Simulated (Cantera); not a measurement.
Charge: 1 mol SiH2Cl2, 0.025 mol HCl, 19 mol N2, held at 1050 °C and 1.33 mbar.

Equilibrium computed with Cantera from the NASA thermochemical tables; the gas is ideal and each condensed phase is pure. Candidate condensed phases: NH4Cl, Si, Si3N4; 28 gas species. N2 is the only nitrogen source here; it is nearly inert below about 1500 K, so the nitride shown seldom forms there in practice. The tables' values for SiCl3 are old estimates; treat these amounts as uncertain. Rates play no part.

Base state: N2 0.904, HCl 0.0709, H2 0.0140, SiCl2 0.00808, SiCl4 0.00176, SiCl3 0.00161, Cl 2.18e-5, SiHCl3 1.76e-5 (mole fractions); condensed: Si3N4(s).

Q: What changes in the equilibrium state with this change: SiH2Cl2 replaced by SiH4?

A: 
```tsv
species	before	after
N2	0.904	0.901
H2	0.0140	0.0982
HCl	0.0709	0.00123
SiCl2	0.00808	3.47e-7
SiCl4	0.00176	<1e-9
SiCl3	0.00161	<1e-9
SiHCl3	1.76e-5	<1e-9
Cl	2.18e-5	1.43e-7
Si3N4(s), mol	0.255	0.333
```

Q: What changes in the equilibrium state with this change: temperature from 1050 °C to 1150 °C?

A: 
| species | before | after |
|---|---|---|
| N2 | 0.904 | 0.903 |
| HCl | 0.0709 | 0.0566 |
| H2 | 0.0140 | 0.0208 |
| SiCl2 | 0.00808 | 0.0185 |
| SiCl4 | 0.00176 | 0.000267 |
| H | 5.14e-6 | 2.62e-5 |
| Cl | 2.18e-5 | 5.86e-5 |
| SiHCl3 | 1.76e-5 | 7.60e-6 |
| Si3N4(s), mol | 0.255 | 0.196 |
